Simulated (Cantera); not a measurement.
A perfectly stirred reactor is fed with 5.17 % CH4, 19.9 % O2, 74.9 % N2, equivalence ratio 0.52, at 1.00 bar; it is adiabatic with a 675 K inlet, and is followed from long to short residence time, starting on the burning branch (τ in s: 0.39, 0.11, 0.033, 0.0098, 0.0029, 0.00084, 0.00024, 7.2e-05, 2.1e-05, 6.1e-06).

Detailed kinetics in Cantera: GRI-Mech 3.0 (53 species, 325 reactions).

x: mole fraction; the columns are a selection and need not sum to one.

| τ (s) | T (K) | x CH4 | x O2 | x NO | x O | x HCN | x H | x C2H4 |
|---|---|---|---|---|---|---|---|---|
| 0.39 | 1816 | 3.35e-6 | 0.0954 | 3.70e-5 | 8.23e-5 | 3.81e-9 | ___ | 1.78e-10 |
| 0.11 | 1813 | 8.22e-6 | 0.0954 | 2.25e-5 | 0.000154 | 4.33e-9 | ___ | 7.70e-10 |
| 0.033 | 1806 | 1.80e-5 | 0.0954 | 1.65e-5 | 0.000314 | 5.39e-9 | ___ | 2.27e-9 |
| 0.0098 | 1794 | 3.88e-5 | 0.0955 | 1.22e-5 | 0.000657 | 7.65e-9 | ___ | 5.69e-9 |
| 0.0029 | 1769 | 8.56e-5 | 0.0959 | 8.63e-6 | 0.00132 | 1.32e-8 | ___ | 1.36e-8 |
| 0.00084 | 1720 | 0.000209 | 0.0973 | 6.18e-6 | 0.00240 | 2.73e-8 | ___ | 3.98e-8 |
| 0.00024 | 1630 | 0.000680 | 0.102 | 3.46e-6 | 0.00322 | 6.16e-8 | ___ | 2.40e-7 |
| 7.2e-5 | 675 | 0.0517 | 0.199 | <1e-12 | <1e-12 | <1e-12 | <1e-12 | <1e-12 |
| 2.1e-5 | 675 | 0.0517 | 0.199 | <1e-12 | <1e-12 | <1e-12 | <1e-12 | <1e-12 |
| 6.1e-6 | 675 | 0.0517 | 0.199 | <1e-12 | <1e-12 | <1e-12 | <1e-12 | <1e-12 |

Q: Complete the blanks.

A: 
- 0.39, x H: 5.05e-6
- 0.11, x H: 1.31e-5
- 0.033, x H: 3.87e-5
- 0.0098, x H: 0.000119
- 0.0029, x H: 0.000353
- 0.00084, x H: 0.000929
- 0.00024, x H: 0.00181
